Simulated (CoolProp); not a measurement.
Saturated liquid density (kg/m³) of CHF3 (R23): the reference equation beside estimates from Tc = 299.3 K, pc = 4.832 MPa, ω = 0.263. Rackett uses Z = 0.29056 − 0.08775 ω.

The numbers come from the reference Helmholtz-energy equation of state, Penoncello 2003 in CoolProp.

```tsv
T (K)	reference	Rackett	van der Waals	Redlich-Kwong	Peng-Robinson
162.7	1550	1458	868.9	1286	1486
171.4	1519	1430	853.3	1260	1461
180	1487	1401	837.2	1232	1435
188.7	1455	1371	820.1	1203	1406
197.4	1422	1340	802.3	1171	1375
206.1	1387	1307	783.6	1138	1341
214.7	1352	1274	764.0	1104	1305
223.4	1314	1239	743.1	1066	1265
232.1	1275	1202	720.7	1026	1221
240.8	1232	1162	696.8	983.0	1173
249.4	1187	1120	671.1	936.8	1120
258.1	1138	1074	642.7	885.6	1059
266.8	1081	1023	610.9	828.7	990.2
275.5	1016	963.5	574.5	763.9	909.2
284.1	936.9	892.2	531.2	687.7	811.5
```

Absolute difference from the reference over all 15 rows, mean and median: Rackett 5.6 and 5.7 %, van der Waals 43.6 and 43.5 %, Redlich-Kwong 19.9 and 18.9 %, Peng-Robinson 5.5 and 4.1 %.
